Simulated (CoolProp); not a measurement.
Computed with CoolProp (reference Helmholtz-energy equation of state, Lemmon 2006). It is a short technical equation, of lower accuracy than the large ones.

Task: For carbonyl sulfide, give the phase and the density (kg/m³), cp (kJ/(kg K)), expansivity (1/kK), fugacity coefficient at 115.95 °C and 23.2 bar; 115.95 °C and 341 bar.

Result: 
- 115.95 °C and 23.2 bar: gas; density 49.1, cp 0.886, expansivity 3.86, fugacity coefficient 0.890
- 115.95 °C and 341 bar: supercritical; density 894, cp 1.29, expansivity 2.48, fugacity coefficient 0.263
